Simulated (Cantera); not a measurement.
Gas mixture: CH₄ : C₂H₆ = 0.51 : 0.84 (molar parts), at 0.0760 bar, frozen composition.

Cantera's kinetic-theory transport with the Lennard-Jones parameters of GRI-Mech 3.0, ideal gas; thermal conductivity in the multicomponent form. The composition is frozen, though it would react at the higher temperatures.

One state of this run: ρ (kg/m³) = 0.0348; cp (J/kg/K) = 3227; μ (µPa s) = 19.3; λ (mW/m/K) = 84.4; Pr = 0.738; D (cm²/s) CH₄ = 8.55; D (cm²/s) C₂H₂ = 7.33; D (cm²/s) NO = 8.76. D: mixture-averaged diffusion coefficient of that species in the mixture.

Question: Which value of T (K) does it belong to?
A. 400
B. 1400
C. 900
D. 650

Answer: D, 650
